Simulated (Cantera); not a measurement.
# Low-pressure radical oxidation in H2/O2

A perfectly stirred reactor is fed with H₂ : O₂ : N₂ = 0.44 : 1 : 1.1 (molar parts), equivalence ratio 0.22, at 0.0355 atm; it is held at 1123 K, and followed from long to short residence time.

Detailed kinetics in Cantera: the H2/O2 subset of GRI-Mech 3.0, which has no nitrogen chemistry. Radical loss at walls, strong at low pressure, is not modelled. The temperature is held fixed by assumption; the heat of reaction is taken as removed at once.

```tsv
τ (s)	x H₂	x O₂	x OH	x H	x H₂O	x HO₂	x O
25	6.24e-5	0.336	0.000245	5.48e-6	0.189	1.42e-6	7.06e-5
6.5	0.000151	0.336	0.000385	2.12e-5	0.189	2.83e-6	0.000175
1.7	0.000360	0.336	0.000605	8.14e-5	0.189	5.03e-6	0.000428
0.43	0.000858	0.335	0.000968	0.000320	0.188	7.88e-6	0.00106
0.11	0.00198	0.335	0.00156	0.00123	0.186	1.07e-5	0.00253
0.029	0.00439	0.333	0.00248	0.00444	0.180	1.28e-5	0.00571
0.0074	0.00960	0.330	0.00387	0.0149	0.166	1.37e-5	0.0121
0.0019	0.0200	0.327	0.00544	0.0371	0.139	1.30e-5	0.0207
```
x: mole fraction; the columns are a selection and need not sum to one.
